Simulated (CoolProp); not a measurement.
Vapour pressure (kPa) of water: the reference equation beside estimates from Tc = 373.9 °C, pc = 22060 kPa, ω = 0.344. Clausius-Clapeyron is anchored at 229.85 °C with a constant enthalpy of vaporisation of 32.67 kJ/mol.

Model: reference Helmholtz-energy equation of state, Wagner 2002, in CoolProp.

```csv
T (°C),reference,Clausius-Clapeyron,van der Waals,Redlich-Kwong
229.85,2789,2789,7395,4407
236.65,3154,3096,7876,4861
243.35,3549,3421,8370,5339
250.15,3986,3777,8890,5857
256.85,4457,4153,9422,6400
263.65,4977,4562,9982,6985
270.35,5533,4992,10550,7596
277.05,6136,5452,11150,8242
```

Absolute difference from the reference over all 8 rows, mean and median: Clausius-Clapeyron 5.8 and 6.0 %, van der Waals 119.8 and 117.2 %, Redlich-Kwong 45.6 and 45.3 %.
